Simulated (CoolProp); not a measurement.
Vapour-liquid equilibrium of propylene (1) + R125 (2) at 0.00886 MPa; x and y are mole fractions of (1).

Values from CoolProp's multi-fluid Helmholtz-energy mixture model, Lemmon 2013 and Lemmon 2005; pair parameters Bell 2016.

| x | bubble temperature (K) | y at the bubble point | dew temperature at overall composition x (K) | liquid density (mol/L) |
|---|---|---|---|---|
| 0.05 | 183.1 | 0.220 | (withheld) | 13.86 |
| 0.15 | 180.4 | 0.417 | 183.9 | (withheld) |
| 0.25 | 179.4 | 0.495 | 182.7 | 14.22 |
| 0.35 | 179.0 | 0.531 | 181.4 | 14.39 |
| 0.45 | 178.9 | 0.549 | 180.0 | 14.56 |
| 0.55 | 178.8 | 0.562 | 178.9 | 14.75 |
| 0.65 | 178.9 | 0.579 | 179.4 | 14.95 |
| 0.75 | 179.0 | 0.610 | 180.5 | 15.17 |
| 0.85 | 179.7 | (withheld) | 181.6 | 15.39 |
| 0.95 | 181.4 | 0.832 | 182.8 | 15.60 |

### Question
Fill in the missing entries.

### Answer

- 0.05, dew temperature at overall composition x (K): 185.1
- 0.15, liquid density (mol/L): 14.06
- 0.85, y at the bubble point: 0.675

y crosses x between x = 0.55 and 0.65: the model has an azeotrope there.

The pair parameters rest on a limited set of measurements; away from them the model extrapolates.
